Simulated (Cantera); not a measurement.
Charge: 1 mol borazine, 0.1 mol H₂O, held at 2000 K and 0.870 bar.

Equilibrium computed with Cantera from the NASA thermochemical tables; the gas is ideal and each condensed phase is pure. Candidate condensed phases: B, BN, B₂O₃, B₃O₃H₃, H₂O; 39 gas species. The feed counts by its element totals alone. The tables' values for BH₂ are old estimates; treat these amounts as uncertain. Rates play no part.

Base state: H₂ 0.957, HBO 0.0226, N₂ 0.0144, H 0.00171, B₂O₂ 0.00145, HBO₂ 0.00145, B₂O₃ 0.000644, BO 0.000585 (mole fractions); condensed: BN(s).

What changes in the equilibrium state with this change: H₂O from 0.1 to 0.94 mol?


| species | before | after |
|---|---|---|
| H₂ | 0.957 | 0.806 |
| N₂ | 0.0144 | 0.0760 |
| HBO | 0.0226 | 0.0547 |
| B₂O₃ | 0.000644 | 0.0270 |
| HBO₂ | 0.00145 | 0.0212 |
| B₂O₂ | 0.00145 | 0.0101 |
| B₃O₃H₃ | 6.91e-6 | 9.78e-5 |
| H₂O | 0.000341 | 0.00174 |
| BH₂ | 4.33e-5 | 1.59e-5 |
| BN(s), mol | 2.91 | 2.29 |

What changes in the equilibrium state with this change: 0.045 mol Cl₂ added?


```csv
species,before,after
H₂,0.957,0.930
HCl,0,0.0271
HBO,0.0226,0.0219
N₂,0.0144,0.0143
BOCl,0,0.000594
BCl,0,6.60e-5
Cl,0,3.64e-5
B₂O₃,0.000644,0.000611
"BN(s), mol",2.91,2.91
```
The tables' values for BOCl, BCl, BH₂ are old estimates; treat these amounts as uncertain. Further candidate phases: NH₄Cl.
